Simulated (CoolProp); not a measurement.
A Linde-Hampson liquefier for CF4 (R14): isothermal reversible compression at 320 K from 1 atm to 25 MPa, throttling to 1 atm, return gas leaving the recuperator 0 K below the feed. Each further row changes one setting.

Values from CoolProp's reference Helmholtz-energy equation of state, Platzer 1990. This equation is an older, rougher fit; its heat capacities, sound speeds and derivatives of the liquid may be far off and weren't checked against measurements.

| case | liquid yield per pass | compression work (kJ/kg of gas) |
|---|---|---|
| as stated | (withheld) | 154 |
| high pressure 50 MPa | (withheld) | 178 |
| warm-end temperature 350 K | (withheld) | (withheld) |
| warm-end gap 5 K | 0.230 | 154 |

Q: What belongs in the gaps?

A: 
- as stated, liquid yield per pass: 0.242
- high pressure 50 MPa, liquid yield per pass: 0.250
- warm-end temperature 350 K, liquid yield per pass: 0.188
- warm-end temperature 350 K, compression work (kJ/kg of gas): 173
